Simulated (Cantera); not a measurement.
# Stirred combustor or abatement burner

A perfectly stirred reactor is fed with CH₄ : O₂ : N₂ = 1 : 3.28 : 12.3 (molar parts), equivalence ratio 0.61, at 1000000 Pa; it is adiabatic with a 448 K inlet, and is followed from long to short residence time, starting on the burning branch (τ in s: 0.043, 0.021, 0.0099, 0.0047, 0.0023, 0.0011, 0.00052, 0.00025, 0.00012, 5.7e-05, 2.7e-05).

Cantera simulation using GRI-Mech 3.0 (53 species, 325 reactions); the numbers are that mechanism's predictions, not measurements.

| τ (s) | T (K) | x CH₄ | x O₂ | x HO₂ | x CO₂ | x C₂H | x NO | x H₂ |
|---|---|---|---|---|---|---|---|---|
| 0.043 | 1802 | 8.73e-6 | 0.0772 | 1.78e-6 | 0.0602 | 1.20e-12 | 1.03e-5 | 1.80e-5 |
| 0.021 | 1801 | 1.54e-5 | 0.0772 | 2.40e-6 | 0.0601 | 3.52e-12 | 7.61e-6 | 2.65e-5 |
| 0.0099 | 1799 | 2.72e-5 | 0.0773 | 3.59e-6 | 0.0599 | 9.77e-12 | 6.20e-6 | 4.19e-5 |
| 0.0047 | 1796 | 4.69e-5 | 0.0775 | 5.69e-6 | 0.0595 | 2.45e-11 | 5.49e-6 | 6.79e-5 |
| 0.0023 | 1790 | 7.93e-5 | 0.0777 | 9.22e-6 | 0.0590 | 5.52e-11 | 5.04e-6 | 0.000110 |
| 0.0011 | 1781 | 0.000139 | 0.0783 | 1.56e-5 | 0.0580 | 1.20e-10 | 4.48e-6 | 0.000185 |
| 0.00052 | 1764 | 0.000260 | 0.0794 | 2.79e-5 | 0.0561 | 2.56e-10 | 3.56e-6 | 0.000322 |
| 0.00025 | 1724 | 0.000589 | 0.0822 | 5.62e-5 | 0.0516 | 5.54e-10 | 2.08e-6 | 0.000623 |
| 0.00012 | 448 | 0.0603 | 0.198 | <1e-12 | <1e-12 | <1e-12 | <1e-12 | <1e-12 |
| 5.7e-5 | 448 | 0.0603 | 0.198 | <1e-12 | <1e-12 | <1e-12 | <1e-12 | <1e-12 |
| 2.7e-5 | 448 | 0.0603 | 0.198 | <1e-12 | <1e-12 | <1e-12 | <1e-12 | <1e-12 |
x: mole fraction; the columns are a selection and need not sum to one.
